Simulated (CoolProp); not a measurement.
Vapour-liquid equilibrium of benzene (1) + ethylbenzene (2) at 0.105 MPa; x and y are mole fractions of (1).

Values from CoolProp's multi-fluid Helmholtz-energy mixture model, Thol 2012 and Zhou 2012; pair parameters Bell 2016.

### Question
Give the bubble temperature and the first vapour's composition at x = 0.05, 0.55, 0.85. Is there an azeotrope?

### Answer
x = 0.05: 406.0 K, y = 0.157; x = 0.55: 372.1 K, y = 0.860; x = 0.85: 359.2 K, y = 0.973. No azeotrope shows between x = 0.05 and 0.95.

Pair parameters are fitted to limited data, so mixtures are less certain than the pure fluids.
